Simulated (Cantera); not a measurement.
Charge: 1 mol PbI2, a varied amount of H2, at 1448.15 K and 10.0 mbar.

Method: chemical equilibrium by Gibbs-energy minimisation in Cantera with the NASA 1993 tables (ideal gas, pure condensed phases). Candidate condensed phases: I2, Pb, PbI2; 10 gas species. Kinetics and transport are ignored.

Q: At 15 mol H2, list the 6 most abundant gas species with their mole fractions, and the condensed phases.

A: H2 0.852, I 0.0648, Pb 0.0364, HI 0.0253, PbI 0.0173, PbI2 0.00393. Condensed: gas only.
